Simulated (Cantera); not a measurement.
A Cantera script and what it prints.

```python
import numpy as np
import cantera as ct

gas_names = """
    H HO2 H2 H2O H2O2 H2S H2SO4 O OH O2 O3 S SH SO SO2 SO3 S2 S2O S8
""".split()
cond_names = """
    H2O(s) H2O(L) H2SO4(L) S(cr1) S(cr2) S(L)
""".split()


# ... load() reads the species with a 1 bar reference pressure and builds the phases ...
atoms = {
    'SO2': {'S': 1, 'O': 2},
    'H2': {'H': 2},
}
top_T = {}  # K; cautious upper limits of use, not melting points


# ... equilibrate(T, P, feed) seeds the gas with the atoms and calls Mixture.equilibrate('TP', solver="vcs", rtol=1e-11, max_steps=5000) ...
results = []
feed = {'SO2': 1, 'H2': 1.4}  # mol
T = 2573  # K
P = 1000  # Pa
mix = equilibrate(T, P, feed)
results.append((T, P, feed, dict(zip(mix.species_names, mix.species_moles))))
x = sorted(zip(gas.X, gas.species_names), reverse=True)
print(f"T = {T:g} K  P = {P:g} Pa  gas = {mix.phase_moles(0):.4g} mol")
print("   x: " + "  ".join(f"{s} {v:.3e}" for v, s in x if v > 1e-06))
print("   condensed (mol): " + ("  ".join(f"{mix.phase(i).name} {mix.phase_moles(i):.4g}"
      for i in range(1, mix.n_phases) if mix.phase_moles(i) > 1e-12) or "none"))
```

Result:

```
T = 2573 K  P = 1000 Pa  gas = 2.702 mol
   x: H2 2.122e-01  H2O 2.063e-01  SO 1.595e-01  H 1.582e-01  SO2 1.548e-01  S 4.009e-02  OH 3.458e-02  O 1.676e-02  O2 6.648e-03  SH 5.989e-03  S2 4.612e-03  H2S 2.534e-04  S2O 9.472e-05  SO3 2.057e-06
   condensed (mol): none
```

These are equilibrium values from Cantera (NASA tables, ideal gas, pure condensed phases), not measurements of a reactor.
